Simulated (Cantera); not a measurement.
## Stirred combustor or abatement burner

A perfectly stirred reactor is fed with H2 : O2 : N2 = 0.79 : 0.294 : 1.76 (molar parts), equivalence ratio 1.3, at 3750 Torr; it is adiabatic with a 548 K inlet, and is followed from long to short residence time, starting on the burning branch (τ in s: 0.068, 0.029, 0.012, 0.0052, 0.0022, 0.00093, 0.00039, 0.00017, 7e-05, 3e-05, 1.3e-05).

Cantera simulation using GRI-Mech 3.0 (53 species, 325 reactions); the numbers are that mechanism's predictions, not measurements. The hydrogen kinetics of GRI-Mech 3.0 are dated; newer H2 mechanisms differ, most at raised pressure.

```
τ (s)    T (K)    x H2      x O2   x H2O2       x H       x O
-------  -----  ------  --------  -------  --------  --------
0.068     2099  0.0790   2.86e-5  5.85e-9  0.000798   2.05e-6
0.029     2096  0.0789   4.90e-5  1.14e-8   0.00112   4.07e-6
0.012     2091  0.0788   8.37e-5  2.32e-8   0.00166   8.87e-6
0.0052    2084  0.0786  0.000139  4.40e-8   0.00243   1.90e-5
0.0022    2073  0.0783  0.000239  8.07e-8   0.00361   4.17e-5
0.00093   2056  0.0780  0.000415  1.40e-7   0.00535   9.05e-5
0.00039   2030  0.0777  0.000736  2.33e-7   0.00792  0.000194
0.00017   1994  0.0774   0.00129  3.73e-7    0.0114  0.000386
7.0e-5    1937  0.0775   0.00234  6.16e-7    0.0166  0.000763
3.0e-5    1861  0.0783   0.00414  1.02e-6    0.0231   0.00134
1.3e-5    1760  0.0813   0.00733  1.74e-6    0.0305   0.00211
```
x: mole fraction; the columns are a selection and need not sum to one.
